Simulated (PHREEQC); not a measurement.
0.14 g of hydrous ferric oxide (600 m²/g; 0.2 weak and 0.005 strong sites per Fe, Dzombak-Morel constants, diffuse double layer) in 1 kg of water with 0.001 mol/kgw of an inert sodium salt and 0.00029 mol NaF, at 25 °C; the pH is set by adding NaOH or the inert anion's acid. Oxygen is held at 0.21 atm. The system is closed to CO2. Nothing may precipitate in this run.

Model: ion-association model, wateq4f.dat, run in PHREEQC.

Q: Predict surface charge σ (C/m²), surface potential ψ (mV) at pH = 8, 10, 11.33, 12.

A: 
```
pH     surface charge σ (C/m²)  surface potential ψ (mV)
-----  -----------------------  ------------------------
8                        0.000                         5
10                      -0.017                      -107
11.33                   -0.088                      -165
12                      -0.201                      -176
```
